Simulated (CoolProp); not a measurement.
Vapour-liquid equilibrium of n-octane (1) + o-xylene (2) at 291.5 K; x and y are mole fractions of (1).

Model: multi-fluid Helmholtz-energy mixture model, Beckmüller 2019 and Zhou 2012; pair parameters Bell 2016, in CoolProp.

| x | bubble pressure, mixture model (bar) | bubble pressure, Raoult's law (bar) | y, mixture model | y, Raoult's law |
|---|---|---|---|---|
| 0.05 | 0.006418 | 0.006332 | 0.112 | 0.101 |
| 0.2 | 0.007600 | 0.007345 | [?] | 0.347 |
| 0.35 | [?] | 0.008358 | [?] | 0.534 |
| 0.5 | 0.009677 | 0.009370 | 0.679 | 0.680 |
| 0.65 | 0.01063 | 0.01038 | 0.791 | 0.798 |
| 0.8 | 0.01155 | 0.01140 | 0.887 | 0.895 |
| 0.95 | 0.01245 | 0.01241 | 0.973 | 0.976 |

**Question.** Fill in the missing entries.

**Answer.** 
- 0.2, y, mixture model: 0.365
- 0.35, bubble pressure, mixture model (bar): 0.008676
- 0.35, y, mixture model: 0.543

The largest gap from Raoult's law is +3.8 % in bubble pressure, at x = 0.35. No azeotrope shows between x = 0.05 and 0.95.

Pair parameters are fitted to limited data, so mixtures are less certain than the pure fluids.
